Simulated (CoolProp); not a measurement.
Computed with CoolProp (reference Helmholtz-energy equation of state, Wu 2011).

Task: For dimethyl ether, give the phase and the Z, cp (kJ/(kg K)), cv (kJ/(kg K)), speed of sound (m/s) at 184.25 °C and 6.67 MPa; 184.25 °C and 10 MPa.

Result: 
- 184.25 °C and 6.67 MPa: supercritical; Z 0.669, cp 2.84, cv 1.90, speed of sound 230
- 184.25 °C and 10 MPa: supercritical; Z 0.500, cp 4.10, cv 1.99, speed of sound 224
